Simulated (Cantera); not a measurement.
An isothermal, constant-pressure homogeneous reactor starts with 8.33 % C₂H₄, 91.7 % H₂, at 1675 K and 390 Torr.

Detailed kinetics in Cantera: GRI-Mech 3.0 (53 species, 325 reactions). GRI-Mech 3.0 was tuned for natural gas; its chemistry of ethylene as a main component is partial and can be far from experiment. GRI-Mech 3.0 stops at C3 and has no aromatics, soot or wall deposition, so with more carbon than oxygen in the feed, carbon stays in small species such as C2H2 where larger ones or solid carbon would form.

x: mole fraction; the columns are a selection and need not sum to one.

| t (s) | x C₂H₄ | x H₂ | x CH₄ | x C₂H₆ | x C₂H₂ | x CH₃ | x C₂H |
|---|---|---|---|---|---|---|---|
| 2.00e-6 | 0.0833 | 0.917 | 7.60e-12 | 1.40e-9 | 2.29e-5 | 1.48e-11 | <1e-12 |
| 7.52e-6 | 0.0832 | 0.917 | 4.48e-10 | 1.30e-8 | 8.65e-5 | 2.36e-10 | <1e-12 |
| 2.83e-5 | 0.0830 | 0.917 | 2.08e-8 | 1.38e-7 | 0.000333 | 2.88e-9 | 3.48e-12 |
| 0.000106 | 0.0818 | 0.917 | 9.15e-7 | 1.52e-6 | 0.00137 | 3.35e-8 | 5.73e-11 |
| 0.000400 | 0.0755 | 0.917 | 3.61e-5 | 1.35e-5 | 0.00718 | 3.64e-7 | 1.56e-9 |
| 0.00150 | 0.0406 | 0.920 | 0.000501 | 1.84e-5 | 0.0392 | 1.55e-6 | 1.94e-8 |
| 0.00565 | 0.00376 | 0.922 | 0.00114 | 2.09e-6 | 0.0730 | 3.61e-6 | 5.51e-8 |
| 0.0212 | 0.00207 | 0.922 | 0.00174 | 1.22e-6 | 0.0743 | 6.55e-6 | 6.78e-8 |
| 0.0799 | 0.00205 | 0.921 | 0.00384 | 1.24e-6 | 0.0734 | 1.41e-5 | 6.56e-8 |
| 0.300 | 0.00197 | 0.917 | (withheld) | (withheld) | 0.0707 | (withheld) | 6.10e-8 |
| 1.13 | 0.00189 | 0.912 | 0.0179 | 2.27e-6 | 0.0676 | 6.17e-5 | 5.68e-8 |
| 4.24 | 0.00188 | 0.912 | 0.0184 | 2.34e-6 | 0.0674 | 6.35e-5 | 5.65e-8 |
| 16.0 | 0.00188 | 0.912 | 0.0184 | 2.34e-6 | 0.0674 | 6.35e-5 | 5.65e-8 |
| 60.0 | 0.00188 | 0.912 | 0.0184 | 2.34e-6 | 0.0674 | 6.35e-5 | 5.65e-8 |

**Question.** Some entries are withheld; supply them.

**Answer.** 
- 0.300, x CH₄: 0.0103
- 0.300, x C₂H₆: 1.53e-6
- 0.300, x CH₃: 3.63e-5
